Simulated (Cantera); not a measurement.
Equilibrium for carbothermic reduction: TiO₂ + CH₄ + CO

Feed: 1 mol TiO₂, a varied amount of CH₄, 0.032 mol CO, at 1273 K and 1000 Pa.

Equilibrium computed with Cantera from the NASA thermochemical tables; the gas is ideal and each condensed phase is pure. Candidate condensed phases: C, C₆H₆, C₇H₈, C₈H₁₈, H₂O, Ti, TiC, TiO, TiO₂, Ti₂O₃, Ti₃O₅, Ti₄O₇; 113 gas species. Mutual solubility and eutectic melting of coexisting phases are not modelled. TiC: taken at fixed stoichiometry. Equilibrium is a limit: real reactors are often held back by kinetics, nucleation or transport.

```json
[
 {"n(CH₄) (mol)": "0.54", "x H₂": "0.660", "x CO": "0.340", "x CH₄": "2.78e-5", "x H₂O": "3.93e-5", "n TiC(s)": "0.0160", "n Ti₂O₃(s)": "0.492", "n C(graphite)": "0"},
 {"n(CH₄) (mol)": "0.86", "x H₂": "0.697", "x CO": "0.303", "x CH₄": "2.89e-5", "x H₂O": "3.96e-5", "n TiC(s)": "0.144", "n Ti₂O₃(s)": "0.428", "n C(graphite)": "0"},
 {"n(CH₄) (mol)": "1.2", "x H₂": "0.716", "x CO": "0.284", "x CH₄": "2.93e-5", "x H₂O": "3.97e-5", "n TiC(s)": "0.280", "n Ti₂O₃(s)": "0.360", "n C(graphite)": "0"},
 {"n(CH₄) (mol)": "1.5", "x H₂": "0.726", "x CO": "0.274", "x CH₄": "2.95e-5", "x H₂O": "3.97e-5", "n TiC(s)": "0.400", "n Ti₂O₃(s)": "0.300", "n C(graphite)": "0"},
 {"n(CH₄) (mol)": "1.8", "x H₂": "0.733", "x CO": "0.267", "x CH₄": "2.96e-5", "x H₂O": "3.96e-5", "n TiC(s)": "0.520", "n Ti₂O₃(s)": "0.240", "n C(graphite)": "0"},
 {"n(CH₄) (mol)": "2.1", "x H₂": "0.738", "x CO": "0.262", "x CH₄": "2.97e-5", "x H₂O": "3.96e-5", "n TiC(s)": "0.640", "n Ti₂O₃(s)": "0.180", "n C(graphite)": "0"},
 {"n(CH₄) (mol)": "2.5", "x H₂": "0.743", "x CO": "0.257", "x CH₄": "2.98e-5", "x H₂O": "3.96e-5", "n TiC(s)": "0.800", "n Ti₂O₃(s)": "0.1000", "n C(graphite)": "0"},
 {"n(CH₄) (mol)": "2.8", "x H₂": "0.745", "x CO": "0.254", "x CH₄": "2.98e-5", "x H₂O": "3.95e-5", "n TiC(s)": "0.920", "n Ti₂O₃(s)": "0.0400", "n C(graphite)": "0"},
 {"n(CH₄) (mol)": "3.1", "x H₂": "0.753", "x CO": "0.247", "x CH₄": "5.33e-5", "x H₂O": "2.21e-5", "n TiC(s)": "1.00", "n Ti₂O₃(s)": "0", "n C(graphite)": "0.0998"}
]
```
x: gas mole fraction; n: condensed amount in mol.

From 0.54 mol CH₄ to 2.8 mol CH₄ the condensed part is TiC(s) + Ti₂O₃(s). At 3.1 mol CH₄ the condensed part is C(graphite) + TiC(s).
